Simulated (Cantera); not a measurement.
**Gas-phase reforming**

An isothermal, constant-pressure homogeneous reactor starts with CH4 : CO2 : H2 = 1 : 3.9 : 0.21 (molar parts), at 1548 K and 9.87 atm.

Detailed kinetics in Cantera: GRI-Mech 3.0 (53 species, 325 reactions).

| t (s) | x CH4 | x CO2 | x H2 | x HCO | x CH2CO | x C2H |
|---|---|---|---|---|---|---|
| 0.000800 | 0.194 | 0.761 | 0.0413 | 2.43e-10 | 1.99e-8 | 2.49e-12 |
| 0.00149 | 0.192 | 0.759 | 0.0416 | 3.19e-10 | 7.04e-8 | 1.44e-11 |
| 0.00279 | 0.188 | 0.755 | 0.0426 | 3.74e-10 | 2.15e-7 | 6.34e-11 |
| 0.00521 | 0.181 | 0.746 | 0.0447 | 4.56e-10 | 6.11e-7 | 2.12e-10 |
| 0.00972 | 0.170 | 0.728 | 0.0481 | 6.32e-10 | 1.68e-6 | 5.50e-10 |
| 0.0181 | 0.151 | 0.696 | 0.0514 | 1.01e-9 | 4.43e-6 | 1.15e-9 |
| 0.0339 | 0.123 | 0.643 | 0.0507 | 1.72e-9 | 1.12e-5 | 2.08e-9 |
| 0.0632 | 0.0868 | 0.566 | 0.0451 | 2.82e-9 | 2.67e-5 | 3.47e-9 |
| 0.118 | 0.0504 | 0.483 | 0.0418 | 4.46e-9 | 5.04e-5 | 5.06e-9 |
| 0.220 | 0.0281 | 0.419 | 0.0482 | 7.10e-9 | 5.87e-5 | 5.46e-9 |
| 0.412 | 0.0219 | 0.373 | 0.0604 | 9.95e-9 | 4.30e-5 | 4.01e-9 |
| 0.768 | 0.0208 | 0.333 | 0.0748 | 1.26e-8 | 2.43e-5 | 2.24e-9 |
| 1.43 | 0.0185 | 0.296 | 0.0904 | 1.54e-8 | 1.15e-5 | 1.02e-9 |
| 2.68 | 0.0139 | 0.266 | 0.106 | 1.80e-8 | 4.54e-6 | 3.53e-10 |
| 5.00 | 0.00806 | 0.246 | 0.118 | 1.99e-8 | 1.46e-6 | 8.30e-11 |
x: mole fraction; the columns are a selection and need not sum to one.

Equilibrium at this temperature and pressure: CH4 1.41e-6, CO2 0.228, H2 0.131, HCO 2.19e-8, CH2CO 1.36e-10, C2H <1e-12 (gas phase only).
